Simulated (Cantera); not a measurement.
Feed: 1 mol C₂H₆, 0.4 mol NH₃, at 2248 K and 1.00 bar.

Cantera equilibrium calculation (NASA polynomials, part measured and part estimated; ideal gas, pure solids and liquids). Candidate condensed phases: C, C₆H₆, C₇H₈, C₈H₁₈; 92 gas species. The numbers say what is thermodynamically allowed, not how fast it happens.

Base state: H₂ 0.933, N₂ 0.0484, HCN 0.00746, H 0.00710, C₂H₂ (acetylene) 0.00309, HNC 0.000632, CH₄ 0.000207, CH₃ 2.99e-5 (mole fractions); condensed: C(graphite).

### Question
What changes in the equilibrium state with this change: NH₃ from 0.4 to 0.21 mol?

### Answer
| species | before | after |
|---|---|---|
| H₂ | 0.933 | 0.956 |
| N₂ | 0.0484 | 0.0275 |
| H | 0.00710 | 0.00718 |
| HCN | 0.00746 | 0.00569 |
| HNC | 0.000632 | 0.000482 |
| CH₄ | 0.000207 | 0.000217 |
| CH₃ | 2.99e-5 | 3.10e-5 |
| C₂H₂ (acetylene) | 0.00309 | 0.00317 |
| C(graphite), mol | 1.94 | 1.96 |
